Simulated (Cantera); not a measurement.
An isothermal, constant-pressure homogeneous reactor starts with H₂ : O₂ = 0.017 : 1 (molar parts), equivalence ratio 0.0085, at 925 K and 0.0400 bar.

Computed with Cantera and the H2/O2 subset of GRI-Mech 3.0, which has no nitrogen chemistry. Radical loss at walls, strong at low pressure, is not modelled. Below about 950 K walls govern HO2 and H2O2 in real vessels.

x: mole fraction; the columns are a selection and need not sum to one.

| t (s) | x H₂ | x O₂ | x OH | x H | x HO₂ | x O | x H₂O₂ |
|---|---|---|---|---|---|---|---|
| 1.00e-6 | 0.0167 | 0.983 | <1e-12 | <1e-12 | <1e-12 | <1e-12 | <1e-12 |
| 1.09e-5 | 0.0167 | 0.983 | <1e-12 | <1e-12 | <1e-12 | <1e-12 | <1e-12 |
| 0.000119 | 0.0167 | 0.983 | 2.46e-12 | 3.74e-12 | 6.48e-12 | 3.14e-12 | <1e-12 |
| 0.00130 | 0.0167 | 0.983 | 2.28e-10 | 1.55e-10 | 1.31e-10 | 5.16e-10 | <1e-12 |
| 0.0141 | 0.000835 | 0.982 | 0.000297 | 0.000162 | 1.04e-5 | (withheld) | 3.64e-7 |
| 0.154 | 1.69e-5 | 0.983 | 1.54e-5 | 1.33e-7 | 5.62e-7 | (withheld) | 4.43e-8 |
| 1.68 | 2.95e-7 | 0.983 | 2.39e-6 | 4.31e-10 | 2.31e-8 | (withheld) | 6.45e-9 |
| 18.3 | 3.88e-10 | 0.983 | 4.60e-7 | 2.84e-12 | 9.08e-10 | (withheld) | 4.93e-10 |
| 200 | 9.78e-12 | 0.983 | 1.23e-7 | <1e-12 | 1.05e-10 | 9.92e-10 | 4.45e-11 |

Task: Complete the blanks.

Result: 
- 0.0141, x O: 0.00111
- 0.154, x O: 1.75e-5
- 1.68, x O: 3.75e-7
- 18.3, x O: 1.36e-8
